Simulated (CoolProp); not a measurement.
Saturation properties of ethanol (Tc = 241.6 °C, pc = 6.268 MPa, ω = 0.644).

The numbers come from the reference Helmholtz-energy equation of state, Schroeder 2014 in CoolProp.

```tsv
T (°C)	p (MPa)	enthalpy of vaporisation (kJ/kg)	vapour Z	liquid viscosity (µPa s)	liquid conductivity (mW/(m K))
91.65	0.1670	826.7	0.9548	364	152
95.75	0.1934	819.1	0.9503	344	152
99.75	0.2223	811.4	0.9456	326	151
103.75	0.2546	803.4	0.9406	308	150
107.75	0.2906	795.2	0.9353	292	150
111.75	0.3306	786.7	0.9297	277	149
115.75	0.3750	777.8	0.9238	263	148
119.85	0.4254	768.4	0.9174	250	148
123.85	___	759.0	___	237	___
```

Some entries are withheld; supply them.


- 123.85, p (MPa): 0.4795
- 123.85, vapour Z: 0.9108
- 123.85, liquid conductivity (mW/(m K)): 147

It boils at 78.4 °C under 1 atm.

Viscosity comes from a separate model (Kiselev 2005). Thermal conductivity comes from a separate model (Assael 2013).
